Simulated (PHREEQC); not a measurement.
A solution holds 0.13 mol/kgw HF, 3.5e-05 mol/kgw (CH3)4NF and 0.069 mol/kgw H2SO4, at 20 °C. It is in equilibrium with CO2 at log p = -1 (atm). Otherwise closed; pH follows from the charge balance.

All values are PHREEQC results (ion-association model, phreeqc.dat), not measurements.

### Question
The ionic strength comes out as 0.106 mol/kgw. What activity coefficients do HSO4-, H+, HF2-, F-, SO4-2 get?

### Answer
HSO4- 0.78, H+ 0.82, HF2- 0.78, F- 0.76, SO4-2 0.37.

Precipitation was switched off in this run. (CH3)4N+ isn't in the database: it is added as a free cation with an ion size of 4 Å.
